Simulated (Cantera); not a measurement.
Charge: 1 mol Fe₃O₄, 5.8 mol C, 0.2 mol H₂, held at 7.50 Torr.

Cantera equilibrium calculation (NASA polynomials, part measured and part estimated; ideal gas, pure solids and liquids). Candidate condensed phases: C, C₆H₆, C₇H₈, C₈H₁₈, Fe, Fe(CO)₅, FeO, Fe(OH)₂, Fe(OH)₃, Fe₂O₃, Fe₃O₄, H₂O; 114 gas species. Iron dissolves carbon and melts from about 1420 K in contact with it, which pure phases cannot show. Condensed phases not in the tables: cementite and carbon dissolved in iron. Kinetics and transport are ignored. All values below are at 2100 K.

Base state: CO 0.849, Fe 0.106, H₂ 0.0393, H 0.00618, C₂H₂ (acetylene) 5.67e-5 (mole fractions); condensed: C(graphite) + Fe(l).

Question: What changes in the equilibrium state with this change: pressure from 7.50 Torr to 2.03 Torr?

Answer: 
```tsv
species	before	after
CO	0.849	0.574
Fe	0.106	0.392
H₂	0.0393	0.0240
C₂H₂ (acetylene)	5.67e-5	3.47e-5
H	0.00618	0.00930
C(graphite), mol	1.80	1.80
Fe(l), mol	2.50	0.268
```
